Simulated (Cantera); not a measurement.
A closed system holds: 1 mol Fe(CO)₅, 1.6 mol H₂, 5.2 mol N₂, 0.34 mol H₂S, held at 0.00580 bar.

Equilibrium computed with Cantera from the NASA thermochemical tables; the gas is ideal and each condensed phase is pure. Candidate condensed phases: C, C₆H₆, C₇H₈, C₈H₁₈, Fe, Fe(CO)₅, FeO, Fe(OH)₂, Fe(OH)₃, FeS, FeSO₄, FeS₂, Fe₂O₃, Fe₂(SO₄)₃, Fe₃O₄, H₂O, H₂SO₄, S; 154 gas species. Metal and sulfide melt together well below either melting point, which pure phases cannot show. Mutual solubility and eutectic melting of coexisting phases are not modelled. FeS: taken at fixed stoichiometry. Gases not in the tables: S₃ to S₇. Kinetics and transport are ignored.

x: gas mole fraction; n: condensed amount in mol.

```
T (°C)   x N₂   x CO   x H₂      x S₂     x H₂S  x SH       x H  n Fe(α)  n FeS(s)  n Fe(γ)  n FeS(l)
------  -----  -----  -----  --------  --------  ----  --------  -------  --------  -------  --------
900     0.428  0.412  0.159   2.99e-6  0.000576     ?   6.18e-7    0.668     0.332        0         0
950     0.428  0.412  0.159   1.12e-5  0.000764     ?   1.57e-6        0     0.329    0.671         0
1000    0.428  0.412  0.159   3.80e-5  0.000989     ?   3.73e-6        0     0.325    0.675         0
1050    0.428  0.412  0.158  0.000117   0.00125     ?   8.29e-6        0     0.319    0.681         0
1100    0.428  0.411  0.158  0.000329   0.00155     ?   1.74e-5        0     0.309    0.691         0
1150    0.428  0.411  0.158  0.000858   0.00189     ?   3.46e-5        0     0.290    0.710         0
1200    0.427  0.411  0.157   0.00201   0.00223     ?   6.58e-5        0         0    0.745     0.255
1250    0.427  0.410  0.156   0.00389   0.00242     ?  0.000120        0         0    0.796     0.204
1300    0.425  0.408  0.155   0.00719   0.00260     ?  0.000210        0         0    0.883     0.115
1350    0.423  0.406  0.154    0.0116   0.00265     ?  0.000356        0         0    0.996         0
```

### Question
Some entries are withheld; supply them.

### Answer

- 900, x SH: 2.12e-6
- 950, x SH: 5.62e-6
- 1000, x SH: 1.38e-5
- 1050, x SH: 3.14e-5
- 1100, x SH: 6.74e-5
- 1150, x SH: 0.000136
- 1200, x SH: 0.000258
- 1250, x SH: 0.000437
- 1300, x SH: 0.000714
- 1350, x SH: 0.00107
